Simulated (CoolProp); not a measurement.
Properties of carbonyl sulfide along the isotherm 87.35 °C (Tc = 105.6 °C, pc = 6.369 MPa, ω = 0.098).

The numbers come from the reference Helmholtz-energy equation of state, Lemmon 2006 in CoolProp. It is a short technical equation, of lower accuracy than the large ones.

```json
[
 {"p (MPa)": "0.0101", "phase": "gas", "Z": "0.9994", "cp (kJ/(kg K))": "0.7388", "isothermal compressibility (1/MPa)": "99.07"},
 {"p (MPa)": "0.0207", "phase": "gas", "Z": "0.9987", "cp (kJ/(kg K))": "0.7394", "isothermal compressibility (1/MPa)": "48.37"},
 {"p (MPa)": "0.0425", "phase": "gas", "Z": "0.9974", "cp (kJ/(kg K))": "0.7405", "isothermal compressibility (1/MPa)": "23.59"},
 {"p (MPa)": "0.0872", "phase": "gas", "Z": "0.9947", "cp (kJ/(kg K))": "0.7428", "isothermal compressibility (1/MPa)": "11.53"},
 {"p (MPa)": "0.179", "phase": "gas", "Z": "0.9890", "cp (kJ/(kg K))": "0.7477", "isothermal compressibility (1/MPa)": "5.649"},
 {"p (MPa)": "0.368", "phase": "gas", "Z": "0.9771", "cp (kJ/(kg K))": "0.7582", "isothermal compressibility (1/MPa)": "2.782"},
 {"p (MPa)": "0.755", "phase": "gas", "Z": "0.9521", "cp (kJ/(kg K))": "0.7821", "isothermal compressibility (1/MPa)": "1.394"},
 {"p (MPa)": "1.55", "phase": "gas", "Z": "0.8970", "cp (kJ/(kg K))": "0.8439", "isothermal compressibility (1/MPa)": "0.7264"},
 {"p (MPa)": "3.18", "phase": "gas", "Z": "0.7603", "cp (kJ/(kg K))": "1.096", "isothermal compressibility (1/MPa)": "0.4445"}
]
```
